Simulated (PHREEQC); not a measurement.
0.023 g of hydrous ferric oxide (600 m²/g; 0.2 weak and 0.005 strong sites per Fe, Dzombak-Morel constants, diffuse double layer) in 1 kg of water with 0.1 mol/kgw of an inert sodium salt and 0.00011 mol/kgw MnCl2 and 7.4e-07 mol/kgw ZnSO4, at 25 °C; the pH is set by adding NaOH or the inert anion's acid. No oxygen is let in. The system is closed to CO2. No solid was allowed to form.

The series has 13 steps of pH, from 3 to 9.

Equilibrium calculation in PHREEQC: ion-association model, wateq4f.dat.

Question: Near which pH is half of the S sorbed, and on which side is more sorbed?

Answer: Near pH 5.1, with more sorbed at lower pH.

Question: Near which pH is half of the Zn sorbed, and on which side is more sorbed?

Answer: Near pH 7.4, with more sorbed at higher pH.

Complexes and solids missing from the database can't appear. The oxide is taken as insoluble; below pH 4 it would dissolve.
